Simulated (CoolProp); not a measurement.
Properties of n-perfluoropentane along the isotherm 426.5 K (Tc = 421.0 K, pc = 2.063 MPa, ω = 0.436).

Computed with CoolProp (reference Helmholtz-energy equation of state, Gao 2022).

| p (MPa) | phase | density (kg/m³) |
|---|---|---|
| 1.25 | gas | 133.2 |
| 2.5 | supercritical | 856.1 |
| 3.75 | supercritical | 1045 |
| 5 | supercritical | 1113 |
| 6.25 | supercritical | 1158 |
| 7.5 | supercritical | 1192 |
| 8.75 | supercritical | 1219 |
| 10 | supercritical | 1243 |
